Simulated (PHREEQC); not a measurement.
0.025 g of hydrous ferric oxide (600 m²/g; 0.2 weak and 0.005 strong sites per Fe, Dzombak-Morel constants, diffuse double layer) in 1 kg of water with 0.05 mol/kgw of an inert sodium salt, at 25 °C; the pH is set by adding NaOH or the inert anion's acid. O2 is buffered at 0.21 atm. CO2 from the air is kept out. Nothing may precipitate in this run.

Base run: PHREEQC, ion-association model, wateq4f.dat. Each further column changes one thing. The table gives surface charge σ (C/m²).

```tsv
pH	base	background salt from 0.05 to 0.005 mol/kgw	oxide from 0.025 to 0.12 g/kgw
4	0.294	0.182	0.294
4.67	0.218	0.116	0.218
6	0.089	0.037	0.089
6.67	0.049	0.019	0.049
7.33	0.022	0.008	0.022
8.67	-0.015	-0.005	-0.015
9.33	-0.039	-0.014	-0.039
10	-0.074	-0.030	-0.074
11.33	-0.195	-0.111	-0.196
12	-0.281	-0.215	-0.281
```
